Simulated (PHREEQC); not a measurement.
TMAH is added in steps, without added water, to 1 kg of water holding 0.014 mol MnSO4, 0.0022 mol NiCl2, 0.00021 mol HCl and 0.081 mol NaCl, at 25 °C. The system is closed to oxygen. No CO2 enters from the air. The run lets Pyrochroite, Ni(OH)2, Ni4(OH)6SO4, Halite, Mirabilite, Morenosite precipitate or redissolve, and no other solid.

Base run: PHREEQC, ion-association model, wateq4f.dat. Each further column changes one thing. The table gives pH.

```tsv
TMAH added (mol)	base	0.003 mol/kgw TMAH added	diluted 5-fold with water	0.088 mol/kgw CuCl2 added	no solid may form
0	3.90	?	4.48	?	3.90
0.0048	8.81	8.84	9.29	3.87	9.99
0.0096	8.85	8.88	11.42	3.88	10.61
0.0144	8.90	8.94	11.82	3.89	11.04
0.0192	8.97	9.03	12.02	3.90	11.35
0.024	9.07	9.16	12.16	3.91	11.57
0.0288	9.25	9.57	12.26	3.93	11.72
0.0336	10.87	11.47	12.34	3.94	?
0.0384	11.63	11.81	?	3.96	?
0.0432	11.89	12.00	12.47	3.97	12.00
0.048	12.06	12.13	12.52	3.99	12.07
```

Fill in the missing entries.


- 0, 0.003 mol/kgw TMAH added: 7.24
- 0, 0.088 mol/kgw CuCl2 added: 3.84
- 0.0336, no solid may form: 11.83
- 0.0384, diluted 5-fold with water: 12.41
- 0.0384, no solid may form: 11.92

(CH3)4N+ isn't in the database: it is added as a free cation with an ion size of 4 Å. The database's Ni(OH)2 is the aged solid; a fresh precipitate is more soluble. In at least one series the solution becomes supersaturated in solids that the run did not let form, among them Pyrochroite, Ni(OH)2, Ni4(OH)6SO4. Solids allowed in the column '0.088 mol/kgw CuCl2 added': Pyrochroite, Cu(OH)2, Brochantite, Antlerite, Atacamite, Ni(OH)2, Ni4(OH)6SO4, Halite, Mirabilite, Chalcanthite, Morenosite.
